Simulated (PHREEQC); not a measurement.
A made-up water analysis in mmol/kgw, 25 °C, pH 6.51, pe 1.3:

```
constituent           mmol/kgw
--------------------  --------
Na                        2.87
K                         21.5
Ca                        3.12
Mg                        2.04
Cl                        13.5
S(6)                      2.26
Alkalinity (meq/kgw)      16.9
Br                        1.02
N(-3)                     0.28
Fe(2)                    0.252
Li                        1.01
B                       0.0831
Si                      0.0103
```

Valence states are taken as typed.

Computed with PHREEQC (ion-association model, phreeqc.dat).

```yaml
ionic_strength: 0.0410 mol/kgw
specific_conductance: 3790 µS/cm
charge_balance_error: 0.8 %
```

```json
[
 {"species": "K+", "molality": "0.0214", "activity": "0.0176", "log γ": "-0.083"},
 {"species": "HCO3-", "molality": "0.0163", "activity": "0.0137", "log γ": "-0.076"},
 {"species": "Cl-", "molality": "0.0135", "activity": "0.0112", "log γ": "-0.082"},
 {"species": "CO2", "molality": "0.00944", "activity": "0.00952", "log γ": "0.004"},
 {"species": "Na+", "molality": "0.00284", "activity": "0.00237", "log γ": "-0.078"},
 {"species": "Ca+2", "molality": "0.00265", "activity": "0.00132", "log γ": "-0.303"},
 {"species": "SO4-2", "molality": "0.00174", "activity": "0.000849", "log γ": "-0.311"},
 {"species": "Mg+2", "molality": "0.00170", "activity": "0.000864", "log γ": "-0.294"},
 {"species": "Br-", "molality": "0.00102", "activity": "0.000837", "log γ": "-0.086"},
 {"species": "Li+", "molality": "0.00101", "activity": "0.000849", "log γ": "-0.074"},
 {"species": "NH4+", "molality": "0.000277", "activity": "0.000226", "log γ": "-0.088"}
]
```

No solid was allowed to form. Examples of supersaturated solids here: Siderite. Others may be too. Complexes and solids missing from the database can't appear.
